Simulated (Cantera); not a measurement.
Charge: 1 mol Zr, 0.54 mol N₂O, 5.9 mol H₂, 0.024 mol H₂O, equilibrated at 11.0 Pa.

Cantera equilibrium calculation (NASA polynomials, part measured and part estimated; ideal gas, pure solids and liquids). Candidate condensed phases: H₂O, Zr, ZrN, ZrO₂; 28 gas species. Mutual solubility and eutectic melting of coexisting phases are not modelled. ZrN: taken at fixed stoichiometry. Condensed phases not in the tables: solid solutions among these carbides, nitrides and lower oxides. Equilibrium is a limit: real reactors are often held back by kinetics, nucleation or transport.

x: gas mole fraction; n: condensed amount in mol.

```tsv
T (°C)	x H₂	x H	x ZrO	x N₂	x Zr	n ZrN(s)	n ZrO₂(tetragonal)
1377	0.962	0.00850	1.84e-9	0.0295	1.03e-12	0.718	0.282
1477	0.949	0.0216	5.08e-8	0.0293	5.71e-11	0.718	0.282
1577	0.922	(withheld)	(withheld)	0.0289	(withheld)	0.718	0.282
1677	0.870	0.102	1.39e-5	0.0281	5.09e-8	0.718	0.282
1777	0.782	0.191	0.000152	0.0268	9.32e-7	0.718	0.281
1877	(withheld)	(withheld)	(withheld)	0.0251	(withheld)	0.713	0.277
1977	0.477	0.489	0.00953	0.0245	0.000143	0.678	0.242
2077	0.282	0.631	0.0532	0.0321	0.00110	0.443	0.0150
2177	0.155	0.754	0.0505	0.0328	0.00795	0.348	0
2277	0.0730	0.804	0.0452	0.0433	0.0350	0	0
2377	0.0358	0.845	0.0436	0.0418	0.0338	0	0
2477	0.0176	0.865	0.0428	0.0410	0.0332	0	0
```

Q: What belongs in the gaps?

A: 
- 1877, x H₂: 0.649
- 1877, x H: 0.324
- 1877, x ZrO: 0.00133
- 1877, x Zr: 1.31e-5
- 1577, x H: 0.0493
- 1577, x ZrO: 9.78e-7
- 1577, x Zr: 2.04e-9
